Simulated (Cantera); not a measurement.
# Catalytic combustion on Pt

An isothermal plug-flow reactor at 550 K and 1.00 bar (inlet), inlet velocity 1.9 m/s, active area per volume 1400 1/m; feed H₂ : O₂ : N₂ = 0.0031 : 0.12 : 0.79 (molar parts), equivalence ratio 0.013.

Cantera simulation using Deutschmann's 1995 Pt surface mechanism with GRI-Mech 3.0 gas chemistry; the numbers are that mechanism's predictions, not measurements. Catalytic surfaces can have several steady states; this one follows from the mechanism file's or the stated starting coverage. Mass transfer to the wall is taken as infinitely fast.

```json
[
 {"z (m)": "0.00037", "x H₂": "0.00259", "x O₂": "0.131", "x H₂O": "0.000805", "θ free Pt": "0.0308", "θ O*": "0.964", "θ OH*": "0.00511"},
 {"z (m)": "0.00062", "x H₂": "0.00223", "x O₂": "0.131", "x H₂O": "0.00116", "θ free Pt": "0.0265", "θ O*": "0.968", "θ OH*": "0.00505"},
 {"z (m)": "0.001", "x H₂": "0.00185", "x O₂": "0.131", "x H₂O": "0.00155", "θ free Pt": "0.0220", "θ O*": "0.973", "θ OH*": "0.00488"},
 {"z (m)": "0.0017", "x H₂": "0.00140", "x O₂": "0.131", "x H₂O": "0.00200", "θ free Pt": "0.0167", "θ O*": "0.979", "θ OH*": "0.00453"},
 {"z (m)": "0.0029", "x H₂": "0.000986", "x O₂": "0.130", "x H₂O": "0.00241", "θ free Pt": "0.0118", "θ O*": "0.984", "θ OH*": "0.00401"},
 {"z (m)": "0.0048", "x H₂": "0.000672", "x O₂": "0.130", "x H₂O": "0.00273", "θ free Pt": "0.00803", "θ O*": "0.989", "θ OH*": "0.00344"},
 {"z (m)": "0.008", "x H₂": "0.000437", "x O₂": "0.130", "x H₂O": "0.00296", "θ free Pt": "0.00523", "θ O*": "0.992", "θ OH*": "0.00285"},
 {"z (m)": "0.013", "x H₂": "0.000283", "x O₂": "0.130", "x H₂O": "0.00312", "θ free Pt": "0.00339", "θ O*": "0.994", "θ OH*": "0.00233"},
 {"z (m)": "0.022", "x H₂": "0.000173", "x O₂": "0.130", "x H₂O": "0.00323", "θ free Pt": "0.00208", "θ O*": "0.996", "θ OH*": "0.00185"},
 {"z (m)": "0.037", "x H₂": "0.000104", "x O₂": "0.130", "x H₂O": "0.00330", "θ free Pt": "0.00127", "θ O*": "0.997", "θ OH*": "0.00146"}
]
```
x: gas mole fraction; θ: surface coverage.
